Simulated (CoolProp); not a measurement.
Vapour-liquid equilibrium of R134a (1) + R236FA (2) at 210.5 K; x and y are mole fractions of (1).

Computed with CoolProp (multi-fluid Helmholtz-energy mixture model, Tillner-Roth 1994 and Pan 2012; pair parameters Bell 2016).

| x | bubble pressure, mixture model (bar) | bubble pressure, Raoult's law (bar) | y, mixture model | y, Raoult's law |
|---|---|---|---|---|
| 0.05 | 0.03596 | 0.03589 | 0.187 | 0.186 |
| 0.125 | 0.04370 | 0.04360 | 0.383 | 0.383 |
| 0.2 | 0.05137 | 0.05131 | 0.519 | 0.520 |
| 0.275 | 0.05901 | 0.05901 | 0.620 | 0.622 |
| 0.35 | 0.06663 | 0.06672 | 0.698 | 0.700 |
| 0.425 | 0.07425 | 0.07443 | 0.760 | 0.762 |
| 0.5 | 0.08190 | 0.08213 | 0.810 | 0.813 |
| 0.575 | 0.08957 | 0.08984 | 0.852 | 0.855 |
| 0.65 | 0.09727 | 0.09755 | 0.888 | 0.890 |
| 0.725 | 0.1050 | 0.1053 | 0.918 | 0.920 |
| 0.8 | 0.1128 | 0.1130 | 0.945 | 0.946 |
| 0.875 | 0.1205 | 0.1207 | 0.968 | 0.968 |
| 0.95 | 0.1283 | 0.1284 | 0.988 | 0.988 |

The largest gap from Raoult's law is -0.3 % in bubble pressure, at x = 0.575. No azeotrope shows between x = 0.05 and 0.95.

The pair parameters rest on a limited set of measurements; away from them the model extrapolates.
